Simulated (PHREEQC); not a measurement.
A made-up water analysis in mg/kgw, 25 °C, pH 5.93, pe 0.9:

```csv
constituent,mg/kgw
Na,4670
K,60.3
Ca,368
Mg,406
Cl,8190
S(6) as SO4,1500
Alkalinity as HCO3,0.031
Sr,31.8
Zn,32.5
```

Valence states are taken as typed.

The numbers come from PHREEQC with the ion-association model, phreeqc.dat.

No solid was allowed to form.

### Question
Estimate the ionic strength, specific conductance, charge-balance error.

### Answer
ionic strength 0.283 mol/kgw; specific conductance 23600 µS/cm; charge-balance error -0.8 %.

### Question
In which forms is Zn present?

### Answer
Zn+2 75 %, ZnCl+ 12 %, ZnSO4 11 %, ZnCl2 1.3 %, Zn(SO4)2-2 0.8 % of the Zn.

Species that the database lacks are ignored.
